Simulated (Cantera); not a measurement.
Input: 1 mol Al₂O₃, 4.1 mol H₂, equilibrated at 0.0133 bar.

Equilibrium computed with Cantera from the NASA thermochemical tables; the gas is ideal and each condensed phase is pure. Candidate condensed phases: Al, Al₂O₃, H₂O; 41 gas species. Ions and electrons are included (thermal ionisation). Equilibrium is a limit: real reactors are often held back by kinetics, nucleation or transport.

Question: Which condensed phases are stable at each of these points (T (°C)): 2727, 2977, 3227, 3477, 3727, 3977, 4227, 4477, 4727?

Answer: 
```csv
T (°C),condensed phases,Al condensed (%)
2727,Al₂O₃(l),35.0
2977,gas only,0.0
3227,gas only,0.0
3477,gas only,0.0
3727,gas only,0.0
3977,gas only,0.0
4227,gas only,0.0
4477,gas only,0.0
4727,gas only,0.0
```

At 2727 °C the condensed part is Al₂O₃(l). From 2977 °C to 4727 °C nothing is condensed.
